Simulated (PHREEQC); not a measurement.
Consider water at 25 °C with 0.01 mol Na2CO3 and 1.3e-05 mol H3BO3 per kg of water. Closed to the air; pH follows from the charge balance.

Equilibrium calculation in PHREEQC: ion-association model, phreeqc.dat.

Q: The ionic strength comes out as 0.0260 mol/kgw. What activity coefficients do Na+, CO3-2, H2BO3-, HCO3-, OH- get?

A: Na+ 0.86, CO3-2 0.55, H2BO3- 0.86, HCO3- 0.86, OH- 0.85.

Precipitation was switched off in this run.
